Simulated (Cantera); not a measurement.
Input: 1 mol Fe, 0.02 mol H2S, 94 mol H2, held at 36.0 mbar.

These are equilibrium values from Cantera (NASA tables, ideal gas, pure condensed phases), not measurements of a reactor. Candidate condensed phases: Fe, FeS, FeS2, S; 8 gas species. FeS: taken at fixed stoichiometry. The numbers say what is thermodynamically allowed, not how fast it happens.

x: gas mole fraction; n: condensed amount in mol.

```json
[
 {"T (K)": "675", "x H2": "1.000", "x H": "<1e-12", "x Fe": "<1e-12", "x H2S": "2.41e-5", "x SH": "<1e-12", "n Fe(α)": "0.982", "n FeS(s)": "0.0177", "n Fe(γ)": "0", "n Fe(δ)": "0", "n Fe(l)": "0"},
 {"T (K)": "875", "x H2": "1.000", "x H": "?", "x Fe": "<1e-12", "x H2S": "0.000213", "x SH": "4.02e-10", "n Fe(α)": "1.00", "n FeS(s)": "0", "n Fe(γ)": "0", "n Fe(δ)": "0", "n Fe(l)": "0"},
 {"T (K)": "1075", "x H2": "1.000", "x H": "?", "x Fe": "1.25e-11", "x H2S": "0.000213", "x SH": "2.69e-8", "n Fe(α)": "1.00", "n FeS(s)": "0", "n Fe(γ)": "0", "n Fe(δ)": "0", "n Fe(l)": "0"},
 {"T (K)": "1275", "x H2": "1.000", "x H": "?", "x Fe": "1.47e-8", "x H2S": "0.000212", "x SH": "4.84e-7", "n Fe(α)": "0", "n FeS(s)": "0", "n Fe(γ)": "1.000", "n Fe(δ)": "0", "n Fe(l)": "0"},
 {"T (K)": "1475", "x H2": "1.000", "x H": "?", "x Fe": "2.43e-6", "x H2S": "0.000209", "x SH": "3.92e-6", "n Fe(α)": "0", "n FeS(s)": "0", "n Fe(γ)": "1.000", "n Fe(δ)": "0", "n Fe(l)": "0"},
 {"T (K)": "1675", "x H2": "0.999", "x H": "?", "x Fe": "0.000115", "x H2S": "0.000193", "x SH": "1.81e-5", "n Fe(α)": "0", "n FeS(s)": "0", "n Fe(γ)": "0", "n Fe(δ)": "0.989", "n Fe(l)": "0"},
 {"T (K)": "1875", "x H2": "0.994", "x H": "?", "x Fe": "0.00225", "x H2S": "0.000153", "x SH": "5.06e-5", "n Fe(α)": "0", "n FeS(s)": "0", "n Fe(γ)": "0", "n Fe(δ)": "0", "n Fe(l)": "0.787"}
]
```

Fill in the missing entries.


- 875, x H: 2.64e-10
- 1075, x H: 7.73e-8
- 1275, x H: 3.88e-6
- 1475, x H: 6.83e-5
- 1675, x H: 0.000612
- 1875, x H: 0.00344
